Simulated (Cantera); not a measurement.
Feed: 1 mol SiHCl3, 5.6 mol NH3, equilibrated at 1673 K.

Cantera equilibrium calculation (NASA polynomials, part measured and part estimated; ideal gas, pure solids and liquids). Candidate condensed phases: NH4Cl, Si, Si3N4; 28 gas species. The tables' values for SiCl3, SiCl, SiN are old estimates; treat these amounts as uncertain. Equilibrium is a limit: real reactors are often held back by kinetics, nucleation or transport.

log p: log10 of the partial pressure in bar; n: condensed amount in mol.

```csv
P (Pa),log p H2,log p N2,log p HCl,log p SiCl2,log p H,log p Si,n Si(s),n Si3N4(s)
5,-4.52,-4.98,-5.30,-5.52,-6.20,-6.38,0.0597,0
21,-3.89,-4.35,-4.67,-4.89,-5.89,-6.38,0.151,0
85,-3.28,-3.75,-4.06,-4.28,-5.58,-6.38,0.174,0
350,-2.66,-3.13,-3.44,-3.67,-5.27,-6.38,0.180,0
1400,-2.06,-2.56,-2.74,-3.16,-4.97,-6.68,0,(withheld)
5900,-1.44,-1.95,-2.01,-2.72,-4.66,-7.08,0,(withheld)
24000,-0.84,-1.36,-1.34,-2.37,-4.36,-7.47,0,(withheld)
100000,-0.22,-0.75,-0.68,-2.08,-4.05,-7.88,0,(withheld)
```

Q: What belongs in the gaps?

A: 
- 1400, n Si3N4(s): 0.116
- 5900, n Si3N4(s): 0.189
- 24000, n Si3N4(s): 0.247
- 100000, n Si3N4(s): 0.283
